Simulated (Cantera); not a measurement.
Input: 1 mol Pb, 0.017 mol O2, 0.29 mol H2, at 13.3 mbar.

Method: chemical equilibrium by Gibbs-energy minimisation in Cantera with the NASA 1993 tables (ideal gas, pure condensed phases). Candidate condensed phases: H2O, Pb, PbO, PbO2, Pb3O4; 12 gas species. Kinetics and transport are ignored.

x: gas mole fraction; n: condensed amount in mol.

| T (°C) | x H2 | x Pb | x H2O | x Pb2 | x H | n Pb(s) | n Pb(l) |
|---|---|---|---|---|---|---|---|
| 275 | 0.883 | 9.81e-12 | 0.117 | <1e-12 | <1e-12 | 1.00 | 0 |
| 375 | 0.883 | [?] | 0.117 | <1e-12 | <1e-12 | 0 | 1.00 |
| 475 | 0.883 | 6.56e-7 | 0.117 | <1e-12 | 2.34e-12 | 0 | 1.00 |
| 575 | 0.883 | [?] | 0.117 | [?] | [?] | 0 | 1.000 |
| 675 | 0.882 | 0.000359 | 0.117 | 4.97e-10 | 4.27e-9 | 0 | 1.000 |
| 775 | 0.880 | 0.00335 | 0.117 | 2.09e-8 | 6.28e-8 | 0 | 0.999 |
| 875 | 0.864 | 0.0210 | 0.115 | 4.49e-7 | 5.77e-7 | 0 | 0.994 |
| 975 | 0.797 | 0.0975 | 0.106 | 5.81e-6 | 3.61e-6 | 0 | 0.969 |
| 1075 | 0.566 | 0.358 | 0.0752 | 5.08e-5 | 1.51e-5 | 0 | 0.838 |
| 1175 | 0.198 | 0.775 | 0.0263 | 0.000163 | 3.56e-5 | 0 | 0 |

Q: What belongs in the gaps?

A: 
- 375, x Pb: 6.31e-9
- 575, x Pb: 2.24e-5
- 575, x Pb2: 4.75e-12
- 575, x H: 1.55e-10
